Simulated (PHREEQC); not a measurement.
Consider water at 25 °C with 0.0023 mol HCl, 0.13 mol ZnSO4 and 0.00082 mol Fe2(SO4)3 per kg of water. Closed to the air; pH follows from the charge balance.

The numbers come from PHREEQC with the ion-association model, wateq4f.dat.

Precipitation was switched off in this run.

### Question
Order these S species by the share of S that they hold, largest first: Zn(SO4)2-2, FeSO4+, HSO4-, SO4-2, ZnSO4.

### Answer
ZnSO4 (38 %), SO4-2 (34 %), Zn(SO4)2-2 (26 %), HSO4- (1.1 %), FeSO4+ (0.83 %)

### Question
Order these Fe species by the share of Fe that they hold, largest first: Fe(SO4)2-, Fe+3, Fe(OH)2+, FeOH+2, FeSO4+.

### Answer
FeSO4+ (67 %), Fe(SO4)2- (17 %), FeOH+2 (10.0 %), Fe+3 (3.1 %), Fe(OH)2+ (1.4 %)

The pH is 3.06 and the ionic strength 0.252 mol/kgw. Examples of supersaturated solids here: Hematite (slow to form), Goethite (slow to form). Others may be too.
